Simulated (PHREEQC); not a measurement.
Solution (45 °C): 0.0019 mol/kgw NaF. Closed to the air; pH follows from the charge balance.

All values are PHREEQC results (ion-association model, phreeqc.dat), not measurements.

| quantity | before | after |
|---|---|---|
| pH | 7.04 | 6.93 |
| HF (mol/kgw) | 3.62e-7 | 2.34e-7 |

Problem. Which change was made?
(A) diluted 100-fold with water
(B) NaF from 0.0019 to 0.00095 mol/kgw
(C) 0.0001 mol/kgw HBr added
(D) 0.00023 mol/kgw Na2CO3 added

Solution. B, NaF from 0.0019 to 0.00095 mol/kgw

This is a speciation only: nothing precipitates in the calculation. Constants without temperature data keep their 25 °C values here.
